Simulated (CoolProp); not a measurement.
500 sccm (0 °C, 1 atm) of nitrogen bubbles through liquid toluene at 323.5 K and leaves saturated at a total pressure of 0.0807 MPa (ideal gas phase). Each further row changes one setting.

Computed with CoolProp (reference Helmholtz-energy equation of state, Lemmon 2006). It is a short technical equation, of lower accuracy than the large ones.

```csv
case,vapour pressure (kPa),mole fraction of vapour,delivery (mg/min),delivery (sccm),change of delivery for a bath 1 K warmer (%)
as stated,12.5,___,___,___,5.2
bath temperature 328.5 K,___,___,___,118,5.2
total pressure 0.161 MPa,12.5,___,173,42.0,___
```

Question: What belongs in the gaps?

Answer: 
- as stated, mole fraction of vapour: 0.155
- as stated, delivery (mg/min): 376
- as stated, delivery (sccm): 91.4
- bath temperature 328.5 K, vapour pressure (kPa): 15.4
- bath temperature 328.5 K, mole fraction of vapour: 0.190
- bath temperature 328.5 K, delivery (mg/min): 484
- total pressure 0.161 MPa, mole fraction of vapour: 0.0775
- total pressure 0.161 MPa, change of delivery for a bath 1 K warmer (%): 4.7
